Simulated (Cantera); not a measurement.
Low-pressure radical oxidation in H2/O2

An isothermal, constant-pressure homogeneous reactor starts with H₂ : O₂ : N₂ = 0.17 : 1 : 0.21 (molar parts), equivalence ratio 0.085, at 950 K and 0.0190 bar.

Model: the H2/O2 subset of GRI-Mech 3.0, which has no nitrogen chemistry, integrated in Cantera. Radical loss at walls, strong at low pressure, is not modelled. The temperature is held fixed by assumption; the heat of reaction is taken as removed at once.

| t (s) | x H₂ | x O₂ | x H₂O | x HO₂ | x OH |
|---|---|---|---|---|---|
| 6.00e-5 | 0.123 | 0.725 | 1.27e-12 | 1.76e-11 | 1.72e-12 |
| 0.000183 | 0.123 | 0.725 | 2.27e-11 | 5.46e-11 | 9.68e-12 |
| 0.000561 | 0.123 | 0.725 | 5.13e-10 | 1.79e-10 | 9.18e-11 |
| 0.00171 | 0.123 | 0.725 | 1.25e-7 | 3.90e-9 | 1.71e-8 |
| 0.00524 | 0.0455 | 0.690 | 0.0597 | 1.37e-5 | 0.00370 |
| 0.0160 | 0.00116 | 0.704 | 0.129 | 1.35e-5 | 0.000830 |
| 0.0490 | 0.000113 | 0.706 | 0.131 | 4.00e-6 | 0.000165 |
| 0.150 | 1.39e-5 | 0.707 | 0.131 | 8.36e-7 | 5.54e-5 |
| 0.458 | 1.45e-6 | 0.707 | 0.131 | 1.57e-7 | 2.21e-5 |
| 1.40 | 1.36e-7 | 0.707 | 0.131 | 3.31e-8 | 9.80e-6 |
| 4.28 | 1.99e-8 | 0.707 | 0.131 | 8.43e-9 | 4.82e-6 |
| 13.1 | 4.73e-9 | 0.707 | 0.131 | 2.45e-9 | 2.53e-6 |
| 40.0 | 1.31e-9 | 0.707 | 0.131 | 7.94e-10 | 1.38e-6 |
x: mole fraction; the columns are a selection and need not sum to one.

Equilibrium at this temperature and pressure: H₂ 2.08e-11, O₂ 0.707, H₂O 0.131, HO₂ 4.24e-10, OH 1.72e-7 (gas phase only).
